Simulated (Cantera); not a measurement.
A perfectly stirred reactor is fed with 13.8 % H2, 86.2 % O2, equivalence ratio 0.080, at 1330 Pa; it is held at 1148 K, and followed from long to short residence time.

Cantera simulation using the H2/O2 subset of GRI-Mech 3.0, which has no nitrogen chemistry; the numbers are that mechanism's predictions, not measurements. Radical loss at walls, strong at low pressure, is not modelled. The temperature is held fixed by assumption; the heat of reaction is taken as removed at once.

One state of this run: x H2 = 0.0138; x O2 = 0.799; x H2O2 = 3.37e-7; x H2O = 0.105; x HO2 = 8.12e-6; x OH = 0.00758; x O = 0.0398. x: mole fraction; the columns are a selection and need not sum to one.

### Question
Which value of τ (s) does it belong to?
A. 1.9
B. 0.0032
C. 0.077
D. 0.65

### Answer
B, 0.0032
